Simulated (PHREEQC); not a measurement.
FeCl3 is added in steps, without added water, to 1 kg of water holding 0.001 mol/kgw NH3, 0.0012 mol/kgw CO2 and 0.13 mol/kgw (CH3)4NCl, at 20 °C. Oxygen alone is held at its pressure in air (log pO2 = -0.68). No CO2 enters from the air. The run lets Fe(OH)3(a) precipitate or redissolve, and no other solid.

Base run: PHREEQC, ion-association model, phreeqc.dat. Each further column changes one thing. The table gives HCO3- (mol/kgw).

| FeCl3 added (mol) | base | diluted 5-fold with water | CO2 replaced by KHCO3 at the same molality | NH3 from 0.001 to 0.0011 mol/kgw | no solid may form |
|---|---|---|---|---|---|
| 0 | 0.000996 | 0.000199 | 0.000826 | 0.00109 | 0.000996 |
| 0.01625 | 1.77e-7 | ? | 1.97e-7 | ? | 1.77e-7 |
| 0.04875 | 9.87e-8 | 1.49e-8 | 1.04e-7 | 9.91e-8 | 9.87e-8 |
| 0.065 | 8.94e-8 | ? | 9.34e-8 | 8.97e-8 | 8.94e-8 |
| 0.08125 | 8.46e-8 | 1.31e-8 | 8.80e-8 | ? | 8.46e-8 |
| 0.1138 | 8.10e-8 | 1.28e-8 | 8.40e-8 | 8.12e-8 | 8.10e-8 |
| 0.13 | 8.08e-8 | 1.29e-8 | 8.37e-8 | 8.11e-8 | 8.08e-8 |
| 0.1462 | 8.13e-8 | 1.30e-8 | 8.42e-8 | 8.16e-8 | 8.13e-8 |
| 0.1787 | 8.37e-8 | 1.36e-8 | 8.66e-8 | 8.39e-8 | 8.37e-8 |
| 0.195 | 8.53e-8 | 1.39e-8 | 8.83e-8 | 8.56e-8 | 8.53e-8 |
| 0.2112 | 8.72e-8 | ? | 9.03e-8 | 8.74e-8 | 8.72e-8 |
| 0.2437 | 9.15e-8 | 1.51e-8 | 9.48e-8 | 9.17e-8 | 9.15e-8 |
| 0.26 | 9.38e-8 | ? | 9.73e-8 | 9.41e-8 | 9.38e-8 |

Fill in the missing entries.


- 0.01625, diluted 5-fold with water: 2.48e-8
- 0.01625, NH3 from 0.001 to 0.0011 mol/kgw: 1.79e-7
- 0.065, diluted 5-fold with water: 1.37e-8
- 0.08125, NH3 from 0.001 to 0.0011 mol/kgw: 8.48e-8
- 0.2112, diluted 5-fold with water: 1.43e-8
- 0.26, diluted 5-fold with water: 1.56e-8

The ionic strength passes 0.7 mol/kgw, the rough limit of the ion-association models, in part of: base; diluted 5-fold with water; CO2 replaced by KHCO3 at the same molality; NH3 from 0.001 to 0.0011 mol/kgw; no solid may form. (CH3)4N+ isn't in the database: it is added as a free cation with an ion size of 4 Å. Solids allowed in the column 'CO2 replaced by KHCO3 at the same molality': Fe(OH)3(a), Sylvite.
